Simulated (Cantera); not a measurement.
Charge: 1 mol Cu₂O, 7.1 mol CO, at 133 Pa.

These are equilibrium values from Cantera (NASA tables, ideal gas, pure condensed phases), not measurements of a reactor. Candidate condensed phases: C, Cu, CuO, Cu₂O; 15 gas species. Rates play no part. All values below are at 2498 K.

Base state: CO 0.691, Cu 0.211, CO₂ 0.0582, O 0.0331, O₂ 0.00708, CuO 4.68e-5 (mole fractions); condensed: gas only.

### Question
What changes in the equilibrium state with this change: CO from 7.1 to 1.1 mol?

### Answer
```
species   before     after
-------  -------  --------
Cu         0.211     0.545
CO         0.691     0.241
O         0.0331    0.0955
O₂       0.00708    0.0591
CO₂       0.0582    0.0587
CuO      4.68e-5  0.000349
Cu₂      5.37e-6   3.58e-5
```

### Question
What changes in the equilibrium state with this change: CO from 7.1 to 3.6 mol?

### Answer
```tsv
species	before	after
CO	0.691	0.523
Cu	0.211	0.331
CO₂	0.0582	0.0725
O	0.0331	0.0544
O₂	0.00708	0.0192
CuO	4.68e-5	0.000121
Cu₂	5.37e-6	1.32e-5
```
